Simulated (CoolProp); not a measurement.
Values from CoolProp's reference Helmholtz-energy equation of state, Gao 2020.

### Question
Give the vapour pressure (MPa), liquid density (kg/m³), vapour density (kg/m³), enthalpy of vaporisation (kJ/kg) of saturated ammonia at 54.75, 101.35 °C.

### Answer
| T (°C) | p (MPa) | liquid density (kg/m³) | vapour density (kg/m³) | enthalpy of vaporisation (kJ/kg) |
|---|---|---|---|---|
| 54.75 | 2.30 | 555 | 17.9 | 1030 |
| 101.35 | 6.42 | 453 | 58.1 | 703 |
